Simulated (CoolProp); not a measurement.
Vapour-liquid equilibrium of propylene (1) + dimethyl ether (2) at 2.11 bar; x and y are mole fractions of (1).

The numbers come from the multi-fluid Helmholtz-energy mixture model, Lemmon 2013 and Wu 2011; pair parameters Bell 2016 in CoolProp.

```
x     bubble temperature (K)  y at the bubble point  dew temperature at overall composition x (K)  liquid density (mol/L)
----  ----------------------  ---------------------  --------------------------------------------  ----------------------
0.05                   264.4                  0.122                                         265.7                   15.35
0.15                     [?]                  0.316                                         263.8                   15.23
0.25                   257.1                    [?]                                         261.8                   15.10
0.35                   254.3                  0.576                                         259.7                   14.96
0.45                   251.9                  0.667                                         257.4                   14.81
0.55                   249.9                  0.742                                         255.0                     [?]
0.65                     [?]                  0.807                                         252.4                   14.50
0.75                   246.5                  0.865                                         249.7                   14.34
0.85                   245.1                    [?]                                         246.9                     [?]
0.95                   243.7                  0.973                                         244.3                   14.04
```

**Question.** Some entries are withheld; supply them.

**Answer.** 
- 0.15, bubble temperature (K): 260.4
- 0.25, y at the bubble point: 0.463
- 0.55, liquid density (mol/L): 14.66
- 0.65, bubble temperature (K): 248.1
- 0.85, y at the bubble point: 0.919
- 0.85, liquid density (mol/L): 14.19

No azeotrope shows between x = 0.05 and 0.95.

The pair parameters rest on a limited set of measurements; away from them the model extrapolates.
